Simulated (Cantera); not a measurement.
An adiabatic, constant-volume homogeneous reactor starts with H2 : O2 : N2 = 1 : 1 : 3.76 (molar parts), at 1648 K and 33000 Pa.

Model: the H2/O2 subset of GRI-Mech 3.0, which has no nitrogen chemistry, integrated in Cantera.

Problem. Predict: time of steepest temperature rise; temperature at 0.300 s; equilibrium temperature; x(H2) at 0.300 s; x(O2) at 0.300 s; x(H) at 0.300 s; x(H2O) at 0.300 s; x(OH) at 0.300 s; x(H2O2) at 0.300 s.

Solution. 
* **time of steepest temperature rise**: 26.5 µs
* **temperature at 0.300 s**: 2691 K
* **equilibrium temperature**: 2691 K
* **x(H2) at 0.300 s**: 0.0106 (gas-phase equilibrium 0.0106)
* **x(O2) at 0.300 s**: 0.0853 (gas-phase equilibrium 0.0853)
* **x(H) at 0.300 s**: 0.00802 (gas-phase equilibrium 0.00802)
* **x(H2O) at 0.300 s**: 0.156 (gas-phase equilibrium 0.156)
* **x(OH) at 0.300 s**: 0.0298 (gas-phase equilibrium 0.0298)
* **x(H2O2) at 0.300 s**: 3.34e-7 (gas-phase equilibrium 3.34e-7)
